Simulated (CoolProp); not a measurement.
Vapour-liquid equilibrium of R113 (1) + n-heptane (2) at 311.5 K; x and y are mole fractions of (1).

The numbers come from the multi-fluid Helmholtz-energy mixture model, Marx 1992 and Span 2003; pair parameters Bell 2016 in CoolProp.

```json
[
 {"x": "0.05", "bubble pressure, mixture model (kPa)": "15.70", "bubble pressure, Raoult's law (kPa)": "14.57", "y, mixture model": "0.304", "y, Raoult's law": "0.253"},
 {"x": "0.125", "bubble pressure, mixture model (kPa)": "21.82", "bubble pressure, Raoult's law (kPa)": "19.25", "y, mixture model": "0.535", "y, Raoult's law": "0.479"},
 {"x": "0.2", "bubble pressure, mixture model (kPa)": "27.60", "bubble pressure, Raoult's law (kPa)": "23.93", "y, mixture model": "0.661", "y, Raoult's law": "0.617"},
 {"x": "0.275", "bubble pressure, mixture model (kPa)": "33.00", "bubble pressure, Raoult's law (kPa)": "28.60", "y, mixture model": "0.739", "y, Raoult's law": "0.710"},
 {"x": "0.35", "bubble pressure, mixture model (kPa)": "38.04", "bubble pressure, Raoult's law (kPa)": "33.28", "y, mixture model": "0.794", "y, Raoult's law": "0.776"},
 {"x": "0.425", "bubble pressure, mixture model (kPa)": "42.73", "bubble pressure, Raoult's law (kPa)": "37.96", "y, mixture model": "0.834", "y, Raoult's law": "0.827"},
 {"x": "0.5", "bubble pressure, mixture model (kPa)": "47.13", "bubble pressure, Raoult's law (kPa)": "42.64", "y, mixture model": "0.865", "y, Raoult's law": "0.866"},
 {"x": "0.575", "bubble pressure, mixture model (kPa)": "51.29", "bubble pressure, Raoult's law (kPa)": "47.32", "y, mixture model": "0.891", "y, Raoult's law": "0.897"},
 {"x": "0.65", "bubble pressure, mixture model (kPa)": "55.28", "bubble pressure, Raoult's law (kPa)": "51.99", "y, mixture model": "0.913", "y, Raoult's law": "0.923"},
 {"x": "0.725", "bubble pressure, mixture model (kPa)": "59.18", "bubble pressure, Raoult's law (kPa)": "56.67", "y, mixture model": "0.933", "y, Raoult's law": "0.944"},
 {"x": "0.8", "bubble pressure, mixture model (kPa)": "63.05", "bubble pressure, Raoult's law (kPa)": "61.35", "y, mixture model": "0.951", "y, Raoult's law": "0.963"},
 {"x": "0.875", "bubble pressure, mixture model (kPa)": "66.97", "bubble pressure, Raoult's law (kPa)": "66.03", "y, mixture model": "0.969", "y, Raoult's law": "0.978"},
 {"x": "0.95", "bubble pressure, mixture model (kPa)": "71.02", "bubble pressure, Raoult's law (kPa)": "70.71", "y, mixture model": "0.988", "y, Raoult's law": "0.992"}
]
```

The largest gap from Raoult's law is +15.4 % in bubble pressure, at x = 0.275. No azeotrope shows between x = 0.05 and 0.95.

The pair parameters rest on a limited set of measurements; away from them the model extrapolates.
